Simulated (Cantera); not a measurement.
Input: 1 mol SiHCl3, 0.08 mol CH4, 2.2 mol H2, 0.43 mol C2H4, at 2175 K and 0.0100 bar.

Cantera equilibrium calculation (NASA polynomials, part measured and part estimated; ideal gas, pure solids and liquids). Candidate condensed phases: C, C6H6, C7H8, C8H18, Si, SiC; 109 gas species. The tables' values for SiCl, SiCl3 are old estimates; treat these amounts as uncertain. Gases not in the tables: Si2H6 and higher silanes. Kinetics and transport are ignored.

What is the equilibrium state?


* **x(H2)**: 0.473
* **x(HCl)**: 0.399
* **x(SiCl2)**: 0.0664
* **x(H)**: 0.0336
* **x(Cl)**: 0.0207
* **x(Si)**: 0.00287
* **x(SiCl)**: 0.00228
* **x(C2H2 (acetylene))**: 0.00105
* **x(SiCl3)**: 0.000504
* **n(C(graphite))**: 0.317 mol
* **n(SiC(s))**: 0.608 mol
* **gas amount**: 5.389 mol
* **log10 activity of Si(l) (absent)**: -1.00
